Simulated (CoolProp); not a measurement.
Vapour-liquid equilibrium of dimethyl carbonate (1) + n-octane (2) at 105.35 °C; x and y are mole fractions of (1).

Model: multi-fluid Helmholtz-energy mixture model, Zhou 2011 and Beckmüller 2019; pair parameters Bell 2016, in CoolProp.

| x | bubble pressure (MPa) | y at the bubble point | dew pressure at overall composition x (MPa) | liquid density (mol/L) |
|---|---|---|---|---|
| 0.05 | 0.07623 | 0.297 | 0.05830 | 5.645 |
| 0.125 | 0.1011 | 0.500 | 0.06282 | 5.852 |
| 0.2 | 0.1197 | 0.601 | 0.06806 | 6.075 |
| 0.275 | 0.1332 | 0.660 | 0.07422 | 6.317 |
| 0.35 | 0.1429 | 0.699 | 0.08154 | 6.582 |
| 0.425 | 0.1497 | 0.727 | 0.09035 | 6.874 |
| 0.5 | 0.1547 | 0.749 | 0.1011 | 7.196 |
| 0.575 | 0.1584 | 0.767 | 0.1144 | 7.553 |
| 0.65 | 0.1613 | 0.785 | 0.1307 | 7.950 |
| 0.725 | 0.1636 | 0.806 | 0.1493 | 8.396 |
| 0.8 | 0.1654 | 0.833 | 0.1631 | 8.895 |
| 0.875 | 0.1660 | 0.872 | 0.1660 | 9.459 |
| 0.95 | 0.1644 | 0.935 | 0.1637 | 10.10 |

y crosses x between x = 0.8 and 0.875: the model has an azeotrope there.

Pair parameters are fitted to limited data, so mixtures are less certain than the pure fluids. With so large a gap from Raoult's law the liquid may split in two, which this calculation doesn't test in full.
